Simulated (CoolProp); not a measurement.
Acetone along the isotherm 550 K: fugacity coefficient from the reference equation and from simpler models built on Tc = 508.1 K, pc = 46.92 bar, ω = 0.307; each cubic takes its own stable root.

Model: reference Helmholtz-energy equation of state, Lemmon 2006, in CoolProp. It is a short technical equation, of lower accuracy than the large ones.

```
p (bar)          phase  reference
-------  -------------  ---------
7.33               gas     0.9540
14.7               gas     0.9092
22                 gas     0.8661
29.3               gas     0.8243
36.7               gas     0.7830
44                 gas     0.7434
51.3     supercritical     0.7047
58.7     supercritical     0.6664
66       supercritical     0.6292
73.3     supercritical     0.5928
80.7     supercritical     0.5576
88       supercritical     0.5262
95.3     supercritical     0.4986
103      supercritical     0.4732
110      supercritical     0.4530
117      supercritical     0.4351
```

### Question
How far does each simpler model (van der Waals, Redlich-Kwong, Peng-Robinson) lie from the reference over these 16 states: mean and median of the absolute difference, and the worst?

### Answer
- van der Waals: mean 4.3 %, median 3.9 %, worst +9.0 % at 550 K and 117 bar
- Redlich-Kwong: mean 2.7 %, median 2.2 %, worst +6.0 % at 550 K and 117 bar
- Peng-Robinson: mean 2.0 %, median 1.1 %, worst +5.8 % at 550 K and 117 bar
